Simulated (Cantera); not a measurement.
Standard-state values (1 bar) from the NASA 1993 polynomials, evaluated with Cantera. Values are per mole of reaction as written; species without (g) are pure solids or liquids, kept so even where they would boil at 1 bar.

Ti₃O₅ ⇌ 5 O(g) + 3 Ti

```csv
T (K),ΔH° (kJ),ΔS° (J/K),ΔG° (kJ),log10 K
2373,3543.6,672.3,1948.2,-42.88
2448,3541.9,671.6,1897.8,-40.49
2523,(withheld),(withheld),(withheld),(withheld)
2598,(withheld),(withheld),(withheld),(withheld)
2673,(withheld),(withheld),(withheld),(withheld)
```

### Question
Some entries are withheld; supply them.

### Answer

- 2523, ΔH° (kJ): 3540.1
- 2523, ΔS° (J/K): 670.9
- 2523, ΔG° (kJ): 1847.5
- 2523, log10 K: -38.25
- 2598, ΔH° (kJ): 3538.4
- 2598, ΔS° (J/K): 670.2
- 2598, ΔG° (kJ): 1797.2
- 2598, log10 K: -36.13
- 2673, ΔH° (kJ): 3536.7
- 2673, ΔS° (J/K): 669.6
- 2673, ΔG° (kJ): 1747.0
- 2673, log10 K: -34.14
